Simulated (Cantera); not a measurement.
Input (Python, Cantera):

```python
import numpy as np
import cantera as ct

gas = ct.Solution("gri30.yaml")
gas.TPX = 1200, 500000, {'CH4': 1, 'O2': 2.08, 'N2': 7.83}
reactor = ct.IdealGasReactor(gas, energy="on", clone=False)
net = ct.ReactorNet([reactor])
net.rtol, net.atol = 1e-08, 1e-16
show = ['CH4', 'O2', 'N2O', 'H2', 'CH2CO', 'C2H4']
times = np.geomspace(4e-06, 0.8, 12)

steps = ct.SolutionArray(gas, extra=["t"])
rows = []
print(f"{'t/s':>10s}{'T/K':>9s}{'P/Pa':>11s}" + "".join(f"{s:>11s}" for s in show))
for t in times:
    while net.time < t:
        t_next = net.step()
        steps.append(gas.state, t=t_next)
    rows.append([np.interp(t, steps.t, y) for y in (steps.T, steps.P, *steps(*show).X.T)])
    print(f"{t:10.3e}{rows[-1][0]:9.1f}{rows[-1][1]:11.4g}" + "".join(f"{x:11.3e}" for x in rows[-1][2:]))
rate = np.gradient(steps.T, steps.t)
print("integrator steps:", len(steps.t))
if steps.T.max() > steps.T[0] + 200:
    print(f"time of steepest temperature rise: {steps.t[rate.argmax()]:.4e} s")
gas.TPX = 1200, 500000, {'CH4': 1, 'O2': 2.08, 'N2': 7.83}
gas.equilibrate("UV")
print(f"equilibrium (UV): T = {gas.T:.1f} K  " + "  ".join(f"{s} {gas[s].X[0]:.3e}" for s in show))
```

Output:

```
       t/s      T/K       P/Pa        CH4         O2        N2O         H2      CH2CO       C2H4
 4.000e-06   1200.0      5e+05  9.166e-02  1.907e-01  1.800e-15  7.292e-11  3.746e-24  1.997e-15
 1.213e-05   1200.0      5e+05  9.166e-02  1.907e-01  1.385e-14  3.237e-10  1.761e-21  7.452e-14
 3.680e-05   1200.0      5e+05  9.166e-02  1.907e-01  1.170e-13  2.023e-09  6.543e-19  2.550e-12
 1.116e-04   1200.0      5e+05  9.166e-02  1.907e-01  9.901e-13  2.024e-08  3.103e-16  1.074e-10
 3.386e-04   1200.0      5e+05  9.165e-02  1.906e-01  7.484e-12  3.425e-07  3.095e-13  7.535e-09
 1.027e-03   1200.3  5.001e+05  9.160e-02  1.906e-01  4.114e-11  3.942e-06  9.194e-11  2.114e-07
 3.116e-03   1202.0  5.008e+05  9.133e-02  1.904e-01  2.420e-10  3.108e-05  5.285e-09  2.371e-06
 9.450e-03   2940.6  1.263e+06  2.938e-14  2.012e-02  2.088e-06  1.138e-02  6.060e-16  1.151e-21
 2.867e-02   2928.0  1.258e+06  3.218e-14  1.777e-02  2.231e-06  1.162e-02  6.295e-16  1.277e-21
 8.695e-02   2928.0  1.258e+06  3.218e-14  1.777e-02  2.231e-06  1.162e-02  6.295e-16  1.277e-21
 2.637e-01   2928.0  1.258e+06  3.218e-14  1.777e-02  2.231e-06  1.162e-02  6.295e-16  1.277e-21
 8.000e-01   2928.0  1.258e+06  3.218e-14  1.777e-02  2.231e-06  1.162e-02  6.295e-16  1.277e-21
integrator steps: 2411
time of steepest temperature rise: 9.3744e-03 s
equilibrium (UV): T = 2928.0 K  CH4 4.091e-14  O2 1.777e-02  N2O 2.231e-06  H2 1.162e-02  CH2CO 6.914e-16  C2H4 1.396e-21
```

Model: GRI-Mech 3.0 (53 species, 325 reactions), integrated in Cantera.
